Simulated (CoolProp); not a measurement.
Vapour-liquid equilibrium of acetone (1) + toluene (2) at 0.0227 MPa; x and y are mole fractions of (1).

Values from CoolProp's multi-fluid Helmholtz-energy mixture model, Lemmon 2006 and Lemmon 2006; pair parameters Bell 2016.

| x | bubble temperature (°C) | y at the bubble point | dew temperature at overall composition x (°C) | liquid density (mol/L) |
|---|---|---|---|---|
| 0.05 | 55.0 | 0.362 | 64.0 | 9.187 |
| 0.2 | 39.4 | 0.716 | 60.0 | 9.801 |
| 0.35 | 32.3 | 0.825 | 55.4 | 10.39 |
| 0.5 | 27.9 | 0.881 | 49.9 | 11.01 |
| 0.65 | 24.6 | 0.921 | 43.1 | 11.69 |
| 0.8 | 21.7 | 0.955 | 34.1 | 12.46 |
| 0.95 | 19.0 | 0.989 | 22.2 | 13.33 |

No azeotrope shows between x = 0.05 and 0.95.

Pair parameters are fitted to limited data, so mixtures are less certain than the pure fluids.
